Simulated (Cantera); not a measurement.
An isothermal, constant-pressure homogeneous reactor starts with NO : N₂ = 1 : 0.75 (molar parts), at 1773 K and 0.0540 bar. Integrator tolerance rtol = 1e-08.

Model: GRI-Mech 3.0 (53 species, 325 reactions), integrated in Cantera.

**Question.** What does this change do: NO 1 to 3.4 parts?

**Answer.** 
```csv
quantity,before,after
x(NO) at 200 s,0.0651 (gas-phase equilibrium 0.00420),0.0632 (gas-phase equilibrium 0.00457)
x(NO₂) at 200 s,4.40e-5 (gas-phase equilibrium 3.01e-6),5.22e-5 (gas-phase equilibrium 3.92e-6)
x(N₂) at 200 s,0.682 (gas-phase equilibrium 0.712),0.559 (gas-phase equilibrium 0.588)
x(O₂) at 200 s,0.253 (gas-phase equilibrium 0.283),0.378 (gas-phase equilibrium 0.407)
x(O) at 200 s,0.000205 (gas-phase equilibrium 0.000216),0.000251 (gas-phase equilibrium 0.000259)
x(N₂O) at 200 s,1.33e-6 (gas-phase equilibrium 5.35e-8),1.19e-6 (gas-phase equilibrium 5.30e-8)
```
